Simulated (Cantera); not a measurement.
Feed: 1 mol BN, 2.3 mol H2O, 0.71 mol N2, 4.4 mol HF, held at 952 °C and 230 Pa.

Method: chemical equilibrium by Gibbs-energy minimisation in Cantera with the NASA 1993 tables (ideal gas, pure condensed phases). Candidate condensed phases: B, BN, B2O3, B3O3H3, H2O; 62 gas species. Gases not in the tables: H3BO3. The numbers say what is thermodynamically allowed, not how fast it happens.

Base state: HF 0.344, H2O 0.200, H2 0.188, N2 0.152, BOF 0.0559, BF3 0.0463, HBO2 0.00946, B3O3F3 0.00457 (mole fractions); condensed: gas only.

Task: What changes in the equilibrium state with this change: H2O from 2.3 to 1.1 mol?

Result: 
| species | before | after |
|---|---|---|
| HF | 0.344 | 0.346 |
| H2 | 0.188 | 0.228 |
| N2 | 0.152 | 0.184 |
| H2O | 0.200 | 0.0978 |
| BF3 | 0.0463 | 0.0868 |
| BOF | 0.0559 | 0.0506 |
| (HBO2)3 | 2.92e-5 | 2.47e-6 |
| HBO2 | 0.00946 | 0.00416 |
| B3O3F3 | 0.00457 | 0.00337 |

Task: What changes in the equilibrium state with this change: pressure from 230 Pa to 660 Pa?

Result: 
```
species        before    after
------------  -------  -------
HF              0.344    0.319
H2O             0.200    0.222
H2              0.188    0.192
BOF            0.0559   0.0338
BF3            0.0463   0.0623
N2              0.152    0.155
(HBO2)3       2.92e-5  9.05e-5
B3O3F3        0.00457  0.00828
HBO2          0.00946  0.00683
B2O3(l), mol        0  0.00105
```
